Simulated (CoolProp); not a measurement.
Vapour pressure (kPa) of CH2F2 (R32): the reference equation beside estimates from Tc = 78.1 °C, pc = 5783 kPa, ω = 0.277.

The numbers come from the reference Helmholtz-energy equation of state, Tillner-Roth 1997 in CoolProp.

```csv
T (°C),reference,van der Waals,Redlich-Kwong,Soave-Redlich-Kwong
-37.25,200.6,935.2,352.9,198.8
-25.95,322.2,1191,529.0,322.4
-14.65,494.3,1489,760.9,498.3
-3.25,731.7,1835,1060,742.1
8.05,1044,2224,1429,1063
19.35,1448,2662,1879,1479
30.65,1960,3150,2416,2004
41.95,2598,3690,3048,2655
53.25,3384,4283,3781,3448
64.55,4342,4931,4623,4402
```

Absolute difference from the reference over all 10 rows, mean and median: van der Waals 132.8 and 98.4 %, Redlich-Kwong 36.4 and 33.3 %, Soave-Redlich-Kwong 1.5 and 1.6 %.
